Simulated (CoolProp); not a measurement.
The fluid at 293.15 K and 3.95 MPa (gas) is heated at constant pressure to 426 K. The same conditions are run with several fluids, on thermodynamics alone (safety and materials aside).

Computed with CoolProp (reference Helmholtz-energy equation of state of each fluid (oxygen: Schmidt 1985; methane: Setzmann 1991; ethylene: Smukala 2000)).

Question: Rank oxygen, methane, ethylene by heat (kJ/kg), highest first.

Answer: methane (341), ethylene (282), oxygen (129)

```tsv
fluid	final density (kg/m³)
oxygen	35.6
methane	18.1
ethylene	33.5
```

Above 300 K oxygen's equation is extrapolated.
